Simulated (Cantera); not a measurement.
# Boron, boron nitride and boron oxide: B2O3 + H2

Input: 1 mol B2O3, 4.9 mol H2, at 800 °C and 0.230 bar.

These are equilibrium values from Cantera (NASA tables, ideal gas, pure condensed phases), not measurements of a reactor. Candidate condensed phases: B, B2O3, B3O3H3, H2O; 23 gas species. Equilibrium is a limit: real reactors are often held back by kinetics, nucleation or transport.

```
Property                                 Result
------------------------------------  ---------
x(H2)                                     1.000
x(H2O)                                  6.59e-6
x(B3O3H3)                               4.20e-6
x(HBO)                                  1.17e-6
n(B2O3(l))                            1.000 mol
gas amount                            4.900 mol
log10 activity of B(s) (absent)           -2.87
log10 activity of B3O3H3(s) (absent)      -9.78
```
